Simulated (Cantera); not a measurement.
## Equilibrium for fluorocarbon and chlorocarbon gases: C2F6 + F2

Input: 1 mol C2F6, 1.4 mol F2.

Equilibrium computed with Cantera from the NASA thermochemical tables; the gas is ideal and each condensed phase is pure. Candidate condensed phases: C; 13 gas species. The feed counts by its element totals alone. Rates play no part.

**Question.** Map the stable condensed phases over T = 2175, 2275, 2375, 2475, 2575, 2675, 2775, 2875, 2975, 3075, 3175, 3275, 3375, 3475 K and P in Pa = 1, 5.2, 27, 140, 720, 3700, 19000, 100000.

**Answer.** 
```
T in K \ P in Pa
              1    5.2     27    140    720   3700  19000 100000
   3475       A      A      A      A      A      A      A      A
   3375       A      A      A      A      A      A      A      A
   3275       A      A      A      A      A      A      A      A
   3175       A      A      A      A      A      A      A      A
   3075       A      A      A      A      A      A      A      A
   2975       A      A      A      A      A      B      A      A
   2875       A      A      A      A      B      A      A      A
   2775       A      A      A      B      B      A      A      A
   2675       A      A      B      B      B      A      A      A
   2575       A      B      B      B      B      A      A      A
   2475       B      B      B      B      A      A      A      A
   2375       B      B      B      B      A      A      A      A
   2275       B      B      B      A      A      A      A      A
   2175       B      B      B      A      A      A      A      A
```
A: gas only; B: C.
